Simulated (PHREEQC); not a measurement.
NaOH is added in steps, without added water, to 1 kg of water holding 83 mmol/kgw HNO3 and 7.3 mmol/kgw Fe(NO3)3, at 25 °C. O2 is buffered at 0.21 atm. CO2 from the air is kept out. The run lets Fe(OH)3(a) precipitate or redissolve, and no other solid.

Base run: PHREEQC, ion-association model, wateq4f.dat. Each further column changes one thing. The table gives pH.

```
NaOH added (mol)   base  diluted 100-fold with water  HNO3 from 0.083 to 0.0083 mol/kgw  no solid may form
----------------  -----  ---------------------------  ---------------------------------  -----------------
0                  1.17                         3.06                               2.03               1.17
0.0165             1.26                        12.13                               2.82               1.26
0.0385             1.43                        12.49                              11.84               1.43
0.055              1.63                        12.64                              12.30               1.63
0.0715             1.95                        12.74                              12.51               1.95
0.0935             2.95                        12.85                              12.69               4.10
0.11              11.58                        12.92                              12.78               9.29
```

 In at least one series the solution becomes supersaturated in solids that the run did not let form, among them Fe(OH)3(a).
